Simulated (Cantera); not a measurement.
Feed: 1 mol CH3SiCl3, 0.16 mol C2H4, 230 mol H2, at 100000 Pa.

These are equilibrium values from Cantera (NASA tables, ideal gas, pure condensed phases), not measurements of a reactor. Candidate condensed phases: C, C6H6, C7H8, C8H18, Si, SiC; 109 gas species. The feed counts by its element totals alone. Kinetics and transport are ignored.

Problem. At 1650 K, list the 5 most abundant gas species with their mole fractions, and the condensed phases.

Solution. H2 0.986, HCl 0.0129, CH4 0.00128, H 9.02e-5, C2H2 (acetylene) 4.44e-5. Condensed: SiC(s).
